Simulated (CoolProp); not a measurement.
Ammonia along the isobar 2.52 MPa: fugacity coefficient from the reference equation and from simpler models built on Tc = 405.6 K, pc = 11.36 MPa, ω = 0.256; each cubic takes its own stable root.

Computed with CoolProp (reference Helmholtz-energy equation of state, Gao 2020).

| T (K) | phase | reference | van der Waals | Redlich-Kwong | Soave-Redlich-Kwong | Peng-Robinson |
|---|---|---|---|---|---|---|
| 299.6 | liquid | 0.3780 | 0.8659 | 0.5541 | 0.3934 | 0.3876 |
| 341.4 | gas | 0.8469 | 0.9011 | 0.8784 | 0.8705 | 0.8619 |
| 383.2 | gas | 0.9006 | 0.9249 | 0.9123 | 0.9101 | 0.9020 |
| 425 | gas | 0.9317 | 0.9416 | 0.9349 | (withheld) | 0.9289 |
| 466.7 | gas | 0.9514 | (withheld) | 0.9506 | 0.9545 | 0.9477 |
| 508.5 | gas | 0.9647 | 0.9628 | 0.9620 | 0.9674 | 0.9612 |
| 550.3 | gas | 0.9739 | 0.9698 | (withheld) | 0.9768 | 0.9711 |
| 592.1 | gas | 0.9805 | 0.9753 | 0.9767 | 0.9836 | 0.9784 |
| 633.9 | gas | 0.9854 | 0.9796 | 0.9815 | 0.9888 | 0.9840 |

**Question.** Some entries are withheld; supply them.

**Answer.** 
- 425, Soave-Redlich-Kwong: 0.9364
- 466.7, van der Waals: 0.9537
- 550.3, Redlich-Kwong: 0.9704

At some of these states van der Waals gives the other phase, because its saturation line lies elsewhere.
